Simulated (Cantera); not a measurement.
An adiabatic, constant-pressure homogeneous reactor starts with 3.19 % CO, 0.447 % H2, 2.68 % CH4, 17.1 % O2, 64.1 % N2, 12.4 % CO2, at 1598 K and 8250 Torr.

Computed with Cantera and GRI-Mech 3.0 (53 species, 325 reactions).

One state of this run: T (K) = 2341; x CO = 0.00262; x H2 = 0.000143; x CH4 = <1e-12; x NO = 0.000117; x C2H2 = <1e-12. x: mole fraction; the columns are a selection and need not sum to one.

Problem. Which value of t (s) does it belong to?
A. 4.78e-5
B. 2.25e-5
C. 0.000215
D. 0.000101

Solution. C, 0.000215
